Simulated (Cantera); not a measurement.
A closed system holds: 1 mol BCl3, 3.2 mol NH3.

Method: chemical equilibrium by Gibbs-energy minimisation in Cantera with the NASA 1993 tables (ideal gas, pure condensed phases). Candidate condensed phases: B, BN, NH4Cl; 21 gas species. The tables' values for BCl2 are old estimates. The numbers say what is thermodynamically allowed, not how fast it happens.

Stable condensed phases, one row left out:

```
T in °C \ P in Pa
             10     28     77    220    600   1700   4600  13000  36000 100000
   2075       A      A      A      A      A      A      A      B      B      B
   2050       A      A      A      A      A      A      A      B      B      B
   2025       A      A      A      A      A      A      A      B      B      B
   1975       A      A      A      A      A      A      B      B      B      B
   1950       A      A      A      A      A      A      B      B      B      B
   1925       A      A      A      A      A      A      B      B      B      B
   1900       A      A      A      A      A      B      B      B      B      B
   1875       A      A      A      A      A      B      B      B      B      B
   1850       A      A      A      A      A      B      B      B      B      B
```

A: gas only; B: BN.

Question: Give the row for 2000 °C.

Answer: 10: gas only; 28: gas only; 77: gas only; 220: gas only; 600: gas only; 1700: gas only; 4600: gas only; 13000: BN; 36000: BN; 100000: BN.
